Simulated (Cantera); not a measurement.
NO annealing gas

An isothermal, constant-pressure homogeneous reactor starts with 29.4 % NO, 70.6 % N2, at 1673 K and 0.510 bar.

Detailed kinetics in Cantera: GRI-Mech 3.0 (53 species, 325 reactions).

```
t (s)      x NO      x O     x NO2   x N2    x N2O      x O2
--------  -----  -------  --------  -----  -------  --------
1.00e-6   0.294  2.98e-9  1.79e-11  0.706  3.00e-9    <1e-12
3.05e-6   0.294  8.98e-9  1.65e-10  0.706  9.15e-9    <1e-12
9.30e-6   0.294  2.64e-8   1.49e-9  0.706  2.79e-8  4.32e-12
2.83e-5   0.294  7.22e-8   1.29e-8  0.706  8.49e-8  3.75e-11
8.64e-5   0.294  1.63e-7   9.70e-8  0.706  2.58e-7  2.90e-10
0.000263  0.294  2.55e-7   5.45e-7  0.706  7.81e-7   1.84e-9
0.000803  0.294  3.25e-7   2.16e-6  0.706  2.32e-6   1.07e-8
0.00245   0.294  5.17e-7   7.48e-6  0.706  6.59e-6   8.83e-8
0.00747   0.294  1.10e-6   2.51e-5  0.706  1.62e-5   1.32e-6
0.0228    0.294  2.22e-6   6.27e-5  0.706  2.87e-5   2.25e-5
0.0694    0.294  2.63e-6   7.70e-5  0.706  3.26e-5  0.000157
0.212     0.293  2.81e-6   8.28e-5  0.707  3.24e-5  0.000590
0.645     0.290  3.30e-6   9.76e-5  0.708  3.18e-5   0.00190
1.97      0.282  4.42e-6  0.000130  0.712  3.00e-5   0.00580
6.00      0.260  6.61e-6  0.000184  0.723  2.53e-5    0.0167
```
x: mole fraction; the columns are a selection and need not sum to one.

Equilibrium at this temperature and pressure: NO 0.00227, O 1.80e-5, NO2 4.51e-6, N2 0.852, N2O 9.92e-8, O2 0.146 (gas phase only).
